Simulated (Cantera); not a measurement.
## CaF2 + H2 + N2 (halide evaporation, hydrolysis and transport)

Charge: 1 mol CaF2, 1.7 mol H2, 38 mol N2, at 1330 Pa.

Cantera equilibrium calculation (NASA polynomials, part measured and part estimated; ideal gas, pure solids and liquids). Candidate condensed phases: Ca, CaF2; 25 gas species. Rates play no part.

From 1223 K to 1673 K the condensed part is CaF2(s). At 1748 K the condensed part is CaF2(l). From 1823 K to 2198 K nothing is condensed. The main Ca-bearing gas is Ca at 1223 K and CaF2 at 2198 K.

| T (K) | log p N2 | log p H2 | log p CaF2 | log p HF | n CaF2(s) | n CaF2(l) |
|---|---|---|---|---|---|---|
| 1223 | -1.89 | -3.24 | -8.89 | -8.22 | 1.000 | 0 |
| 1298 | -1.89 | -3.24 | -7.87 | -7.53 | 1.000 | 0 |
| 1373 | -1.89 | -3.24 | -6.96 | -6.92 | 0.999 | 0 |
| 1448 | -1.89 | -3.24 | -6.16 | -6.36 | 0.997 | 0 |
| 1523 | -1.89 | -3.24 | -5.45 | -5.86 | 0.987 | 0 |
| 1598 | -1.89 | -3.25 | -4.82 | -5.41 | 0.946 | 0 |
| 1673 | -1.90 | -3.25 | -4.25 | -4.99 | 0.807 | 0 |
| 1748 | -1.90 | -3.26 | -3.76 | -4.62 | 0 | 0.419 |
| 1823 | -1.91 | -3.28 | -3.54 | -4.37 | 0 | 0 |
| 1898 | -1.91 | -3.29 | -3.55 | -4.24 | 0 | 0 |
| 1973 | -1.91 | -3.30 | -3.57 | -4.12 | 0 | 0 |
| 2048 | -1.91 | -3.32 | -3.60 | -4.02 | 0 | 0 |
| 2123 | -1.91 | -3.34 | -3.63 | -3.92 | 0 | 0 |
| 2198 | -1.91 | -3.37 | -3.67 | -3.84 | 0 | 0 |
log p: log10 of the partial pressure in bar; n: condensed amount in mol.
